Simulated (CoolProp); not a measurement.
Vapour-liquid equilibrium of o-xylene (1) + n-undecane (2) at 0.000138 MPa; x and y are mole fractions of (1).

The numbers come from the multi-fluid Helmholtz-energy mixture model, Zhou 2012 and Aleksandrov 2011; pair parameters Bell 2016 in CoolProp.

**Question.** Give the bubble temperature and the first vapour's composition at x = 0.425, 0.65, 0.725. Is there an azeotrope?

**Answer.** x = 0.425: 280.7 K, y = 0.943; x = 0.65: 275.3 K, y = 0.978; x = 0.725: 273.9 K, y = 0.985. No azeotrope shows between x = 0.05 and 0.95.

The pair parameters rest on a limited set of measurements; away from them the model extrapolates. The gap from Raoult's law changes sign with composition, which may be real or a fault of the pair parameters; it wasn't checked against measurements.
